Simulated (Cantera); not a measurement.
Feed: 1 mol Pb, 0.35 mol H₂O, 78 mol CO, at 1725 °C and 0.320 bar.

Method: chemical equilibrium by Gibbs-energy minimisation in Cantera with the NASA 1993 tables (ideal gas, pure condensed phases). Candidate condensed phases: C, C₆H₆, C₇H₈, C₈H₁₈, H₂O, Pb, PbO, PbO₂, Pb₃O₄; 113 gas species. Kinetics and transport are ignored.

Base state: CO 0.979, Pb 0.0126, CO₂ 0.00432, H₂ 0.00423, H 0.000185, H₂O 8.56e-5 (mole fractions); condensed: gas only.

Q: What changes in the equilibrium state with this change: Pb replaced by Fe?

A: 
```csv
species,before,after
CO,0.979,0.990
CO₂,0.00432,0.00437
H₂,0.00423,0.00428
Pb,0.0126,0
Fe,0,0.00112
H₂O,8.56e-5,8.66e-5
H,0.000185,0.000186
"Fe(l), mol",0,0.912
```
Further candidate phases: Fe, Fe(CO)₅, FeO, Fe(OH)₂, Fe(OH)₃, Fe₂O₃, Fe₃O₄.

Q: What changes in the equilibrium state with this change: temperature from 1725 °C to 625 °C?

A: 
```csv
species,before,after
CO,0.979,0.509
CO₂,0.00432,0.485
H₂,0.00423,0.00469
Pb,0.0126,4.06e-6
H,0.000185,<1e-9
H₂O,8.56e-5,0.00192
"C(graphite), mol",0,25.4
"Pb(l), mol",0,1.000
```
